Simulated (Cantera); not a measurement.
Feed: 1 mol Si3N4, 0.022 mol O2, 1.9 mol H2, at 405 Torr.

Cantera equilibrium calculation (NASA polynomials, part measured and part estimated; ideal gas, pure solids and liquids). Candidate condensed phases: H2O, Si, SiO2, Si2N2O, Si3N4; 35 gas species. Mutual solubility and eutectic melting of coexisting phases are not modelled. Gases not in the tables: Si2H6 and higher silanes. Equilibrium is a limit: real reactors are often held back by kinetics, nucleation or transport.

Problem. Which condensed phases are stable at each of these points (T (K)): 1175, 1275, 1375, 1475, 1575, 1675, 1775, 1875?

Solution. 
```tsv
T (K)	condensed phases	Si condensed (%)
1175	Si2N2O(s) + Si3N4(s)	100.0
1275	Si2N2O(s) + Si3N4(s)	100.0
1375	Si2N2O(s) + Si3N4(s)	100.0
1475	Si2N2O(s) + Si3N4(s)	100.0
1575	Si2N2O(s) + Si3N4(s)	100.0
1675	Si2N2O(s) + Si3N4(s)	100.0
1775	Si(l) + Si2N2O(s) + Si3N4(s)	100.0
1875	Si(l) + Si2N2O(s) + Si3N4(s)	99.9
```

From 1175 K to 1675 K the condensed part is Si2N2O(s) + Si3N4(s). From 1775 K to 1875 K the condensed part is Si(l) + Si2N2O(s) + Si3N4(s).
